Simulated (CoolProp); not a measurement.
Properties of carbon dioxide along the isotherm 214.25 °C (Tc = 31.0 °C, pc = 7.377 MPa, ω = 0.224).

Computed with CoolProp (reference Helmholtz-energy equation of state, Span 1996).

| p (MPa) | phase | cv (kJ/(kg K)) | Prandtl number |
|---|---|---|---|
| 0.117 | gas | 0.8170 | 0.740 |
| 0.265 | gas | 0.8175 | 0.741 |
| 0.604 | gas | 0.8186 | 0.743 |
| 1.37 | gas | 0.8212 | 0.747 |
| 3.13 | gas | 0.8271 | 0.759 |
| 7.12 | gas | 0.8404 | 0.790 |
| 16.2 | supercritical | 0.8682 | 0.877 |
| 36.9 | supercritical | 0.9042 | 1.04 |

Viscosity comes from a separate model (Laesecke 2017). Thermal conductivity comes from a separate model (Huber 2016).
